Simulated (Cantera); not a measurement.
Charge: 1 mol SiCl4, 0.0063 mol C3H8, 780 mol H2, at 1748.15 K and 0.580 bar.

Method: chemical equilibrium by Gibbs-energy minimisation in Cantera with the NASA 1993 tables (ideal gas, pure condensed phases). Candidate condensed phases: C, C6H6, C7H8, C8H18, Si, SiC; 109 gas species. Mutual solubility and eutectic melting of coexisting phases are not modelled. Gases not in the tables: Si2H6 and higher silanes. Kinetics and transport are ignored.

Problem. What is the equilibrium state?

Solution. 
```json
{
  "x(H2)": "0.995",
  "x(HCl)": "0.00495",
  "x(H)": "0.000300",
  "x(SiCl2)": "8.19e-5",
  "x(SiH2)": "2.04e-5",
  "x(CH4)": "9.95e-6",
  "x(SiH)": "2.54e-6",
  "x(Si)": "2.52e-6",
  "x(Cl)": "1.15e-6",
  "n(Si(l))": "0.902 mol",
  "n(SiC(s))": "0.0110 mol",
  "gas_amount": "782.1 mol",
  "log10 activity of C(graphite) (absent)": "-1.72"
}
```
